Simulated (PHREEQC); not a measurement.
Dissolve 0.02 mol KHCO3, 0.0048 mol NaF and 0.014 mol LiCl per kg of water at 9.9 °C. Closed to the air; pH follows from the charge balance.

Computed with PHREEQC (ion-association model, phreeqc.dat).

Each row changes one thing in this solution. No solid was allowed to form.

| case | pH | ionic strength (mol/kgw) | NaF (mol/kgw) | HF (mol/kgw) | SI of Halite (NaCl) |
|---|---|---|---|---|---|
| as made | 8.32 | 0.0390 | 9.08e-6 | 2.16e-8 | -5.89 |
| diluted 10-fold with water | 8.41 | 0.00390 | 1.16e-7 | 2.01e-9 | -7.79 |
| temperature from 9.9 to 45 °C | 8.06 | 0.0390 | 8.86e-6 | 7.43e-8 | ? |
| 0.001 mol/kgw Na2CO3 added | 8.97 | 0.0417 | 1.27e-5 | 4.79e-9 | -5.74 |
| KHCO3 replaced by (NH4)2CO3 at the same molality | 9.65 | 0.0467 | 8.72e-6 | 1.00e-9 | -5.91 |
| KHCO3 from 0.02 to 0.01 mol/kgw | ? | 0.0289 | 9.51e-6 | 2.13e-8 | -5.87 |
| KHCO3 left out | 7.63 | 0.0188 | 1.01e-5 | 1.13e-7 | -5.85 |
| LiCl from 0.014 to 0.07 mol/kgw | 8.27 | 0.0950 | 7.83e-6 | 2.24e-8 | -5.25 |
| diluted 100-fold with water | 8.38 | 0.000390 | 1.27e-9 | 2.26e-10 | -9.75 |

### Question
Complete the blanks.

### Answer

- temperature from 9.9 to 45 °C, SI of Halite (NaCl): -5.93
- KHCO3 from 0.02 to 0.01 mol/kgw, pH: 8.34

At this temperature some constants are extrapolated from 25 °C, and those without enthalpy data are left unchanged.
